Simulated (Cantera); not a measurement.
An adiabatic, constant-volume homogeneous reactor starts with CH₄ : O₂ : N₂ = 1 : 2.08 : 7.83 (molar parts), at 1200 K and 0.920 bar. Integrator tolerance rtol = 1e-08.

Computed with Cantera and GRI-Mech 3.0 (53 species, 325 reactions).

Q: What does this change do: pressure from 0.920 bar to 10.0 bar?

A: 
```csv
quantity,before,after
time of steepest temperature rise,46.2 ms,4.45 ms
temperature at 0.800 s,2802 K,2977 K
equilibrium temperature,2802 K,2977 K
x(CH₄) at 0.800 s,<1e-12 (gas-phase equilibrium <1e-12),<1e-12 (gas-phase equilibrium <1e-12)
x(O₂) at 0.800 s,0.0215 (gas-phase equilibrium 0.0215),0.0163 (gas-phase equilibrium 0.0163)
x(N₂O) at 0.800 s,8.61e-7 (gas-phase equilibrium 8.61e-7),3.25e-6 (gas-phase equilibrium 3.25e-6)
x(H₂) at 0.800 s,0.0150 (gas-phase equilibrium 0.0150),0.0103 (gas-phase equilibrium 0.0103)
x(CH₂CO) at 0.800 s,<1e-12 (gas-phase equilibrium <1e-12),<1e-12 (gas-phase equilibrium <1e-12)
x(C₂H₄) at 0.800 s,<1e-12 (gas-phase equilibrium <1e-12),<1e-12 (gas-phase equilibrium <1e-12)
```

Q: What does this change do: constant pressure in place of constant volume?

A: 
```
quantity                                                            before                                    after
---------------------------------  ---------------------------------------  ---------------------------------------
time of steepest temperature rise                                  46.2 ms                                  48.4 ms
temperature at 0.800 s                                              2802 K                                   2604 K
equilibrium temperature                                             2802 K                                   2604 K
x(CH₄) at 0.800 s                    <1e-12 (gas-phase equilibrium <1e-12)    <1e-12 (gas-phase equilibrium <1e-12)
x(O₂) at 0.800 s                     0.0215 (gas-phase equilibrium 0.0215)    0.0192 (gas-phase equilibrium 0.0192)
x(N₂O) at 0.800 s                  8.61e-7 (gas-phase equilibrium 8.61e-7)  3.90e-7 (gas-phase equilibrium 3.90e-7)
x(H₂) at 0.800 s                     0.0150 (gas-phase equilibrium 0.0150)    0.0115 (gas-phase equilibrium 0.0115)
x(CH₂CO) at 0.800 s                  <1e-12 (gas-phase equilibrium <1e-12)    <1e-12 (gas-phase equilibrium <1e-12)
x(C₂H₄) at 0.800 s                   <1e-12 (gas-phase equilibrium <1e-12)    <1e-12 (gas-phase equilibrium <1e-12)
```
